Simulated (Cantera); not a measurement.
## Diamond growth

A diamond (100) surface in a fixed gas of H2 with x(CH4) = 0.012, x(H) = 0.00075, at 1148 K, 14000 Pa; coverages are run to steady state.

Cantera simulation using the Harris–Goodwin 1993 mechanism for the reconstructed diamond (100) surface; the numbers are that mechanism's predictions, not measurements.

| x(CH3) | growth (µm/h) | θ c6HH | θ c6H* | θ c6*H | θ c6** | θ c6HM |
|---|---|---|---|---|---|---|
| 1e-06 | 0.0379 | 0.497 | 0.0318 | 0.453 | 0.0179 | 0.000109 |
| 2.5e-06 | 0.0947 | 0.497 | 0.0318 | 0.453 | 0.0178 | 0.000273 |
| 6.3e-06 | 0.238 | 0.497 | 0.0318 | 0.453 | 0.0178 | 0.000686 |
| 1.6e-05 | 0.604 | 0.496 | 0.0317 | 0.452 | 0.0177 | 0.00174 |
| 4e-05 | 1.50 | 0.494 | 0.0316 | 0.450 | 0.0176 | 0.00432 |
| 9.9e-05 | 3.65 | 0.489 | 0.0313 | 0.445 | 0.0171 | 0.0105 |
| 0.00025 | 8.84 | 0.478 | 0.0305 | 0.433 | 0.0161 | 0.0256 |
| 0.00062 | 20.0 | 0.453 | 0.0287 | 0.408 | 0.0139 | 0.0583 |
| 0.0016 | 42.1 | 0.402 | 0.0251 | 0.358 | 0.0101 | 0.125 |
θ: site fractions in the mechanism's names (c6HH fully hydrogenated, c6H* and c6*H radical sites, c6** diradical, c6HM methylated).
